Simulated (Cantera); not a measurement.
Feed: 1 mol SiC, 0.16 mol N₂O, 5.2 mol N₂, at 290 Pa.

Cantera equilibrium calculation (NASA polynomials, part measured and part estimated; ideal gas, pure solids and liquids). Candidate condensed phases: C, Si, SiC, SiO₂, Si₂N₂O, Si₃N₄; 34 gas species. Mutual solubility and eutectic melting of coexisting phases are not modelled. The numbers say what is thermodynamically allowed, not how fast it happens.

**Question.** At 1525 K, list the 3 most abundant gas species with their mole fractions, and the condensed phases.

**Answer.** N₂ 0.980, CO 0.0195, SiO 0.000522. Condensed: SiC(s) + Si₂N₂O(s).
